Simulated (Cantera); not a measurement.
Mixture: CO : H₂ : O₂ : N₂ = 1 : 0.54 : 0.802 : 4.65 (molar parts), at 500000 Pa, adiabatic and at constant pressure. Ignition delay is the time to a rise of 400 K.

Detailed kinetics in Cantera: GRI-Mech 3.0 (53 species, 325 reactions). The hydrogen kinetics of GRI-Mech 3.0 are dated; newer H2 mechanisms differ, most at raised pressure. Below about 950 K walls govern HO2 and H2O2 in real vessels.

Task: Predict: delay at 850 K; delay at 1000 K; delay at 1150 K; delay at 1300 K; apparent activation energy between 1225 and 1375 K.

Result: 
| Property | Result |
|---|---|
| delay at 850 K | 0.478 s |
| delay at 1000 K | 4.78 ms |
| delay at 1150 K | 54.2 µs |
| delay at 1300 K | 13.1 µs |
| apparent activation energy between 1225 and 1375 K | 77 kJ/mol |
